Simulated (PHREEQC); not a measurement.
## Acid rinse or clean: an equilibrium model

Solution (40 °C): 0.0014 mol H2SO4, 5.1e-05 mol AlCl3 and 0.025 mol KCl per kg of water. Closed to the air; pH follows from the charge balance.

Model: ion-association model, wateq4f.dat, run in PHREEQC.

* **pH**: 2.65
* **ionic strength**: 0.0287 mol/kgw
* **total alkalinity**: -2.80 meq/kg

```tsv
species	molality	activity	log γ
Cl-	0.0251	0.0212	-0.074
K+	0.0249	0.0210	-0.074
H+	0.00260	0.00227	-0.059
SO4-2	0.00105	0.000554	-0.279
HSO4-	0.000203	0.000172	-0.071
KSO4-	0.000123	0.000105	-0.068
Al+3	2.91e-5	8.57e-6	-0.531
AlSO4+	2.13e-5	1.81e-5	-0.071
Al(SO4)2-	3.98e-7	3.38e-7	-0.071
AlOH+2	1.81e-7	9.67e-8	-0.273
AlHSO4+2	8.24e-9	4.27e-9	-0.286
Al(OH)2+	1.29e-9	1.11e-9	-0.068
```

No solid was allowed to form. Complexes and solids missing from the database can't appear. Away from 25 °C the constants follow the database's enthalpies or fits; those with neither stay at their 25 °C values.
